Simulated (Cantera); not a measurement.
A perfectly stirred reactor is fed with CH4 : C2H6 : C3H8 : O2 : N2 = 1 : 0.092 : 0.037 : 2.28 : 22.8 (molar parts), equivalence ratio 1.1, at 2.76 atm; it is adiabatic with a 350 K inlet, and is followed from long to short residence time, starting on the burning branch (τ in s: 0.056, 0.022, 0.009, 0.0036, 0.0014, 0.00057, 0.00023, 9e-05, 3.6e-05, 1.4e-05, 5.7e-06).

Model: GRI-Mech 3.0 (53 species, 325 reactions), integrated in Cantera.

Q: What does this change do: pressure from 2.76 atm to 8.49 atm?

A: 
```json
[
 {"quantity": "state", "before": "not burning at any residence time tried", "after": "not reached"},
 {"quantity": "x(CH4) at τ = 56.0 ms", "before": "0.0382", "after": "0.00233"},
 {"quantity": "x(C2H6) at τ = 56.0 ms", "before": "0.00351", "after": "8.06e-5"},
 {"quantity": "x(C3H8) at τ = 56.0 ms", "before": "0.00141", "after": "1.01e-5"},
 {"quantity": "x(CO2) at τ = 56.0 ms", "before": "<1e-12", "after": "0.0315"},
 {"quantity": "x(H) at τ = 56.0 ms", "before": "<1e-12", "after": "2.57e-6"},
 {"quantity": "x(CH4) at τ = 0.570 ms", "before": "0.0382", "after": "0.0382"},
 {"quantity": "x(C2H6) at τ = 0.570 ms", "before": "0.00351", "after": "0.00351"},
 {"quantity": "x(C3H8) at τ = 0.570 ms", "before": "0.00141", "after": "0.00141"},
 {"quantity": "x(CO2) at τ = 0.570 ms", "before": "<1e-12", "after": "<1e-12"},
 {"quantity": "x(H) at τ = 0.570 ms", "before": "<1e-12", "after": "<1e-12"},
 {"quantity": "blow-out, bracketed by the residence times tried", "before": "not reached", "after": "burning at 56.0 ms, out at 22.0 ms"}
]
```

Q: What does this change do: inlet temperature 350 to 550 K?

A: 
```csv
quantity,before,after
state,not burning at any residence time tried,not reached
x(CH4) at τ = 56.0 ms,0.0382,0.000816
x(C2H6) at τ = 56.0 ms,0.00351,2.05e-5
x(C3H8) at τ = 56.0 ms,0.00141,1.36e-6
x(CO2) at τ = 56.0 ms,<1e-12,0.0362
x(H) at τ = 56.0 ms,<1e-12,3.01e-5
x(CH4) at τ = 0.570 ms,0.0382,0.0382
x(C2H6) at τ = 0.570 ms,0.00351,0.00351
x(C3H8) at τ = 0.570 ms,0.00141,0.00141
x(CO2) at τ = 0.570 ms,<1e-12,<1e-12
x(H) at τ = 0.570 ms,<1e-12,<1e-12
"blow-out, bracketed by the residence times tried",not reached,"burning at 22.0 ms, out at 9.00 ms"
```
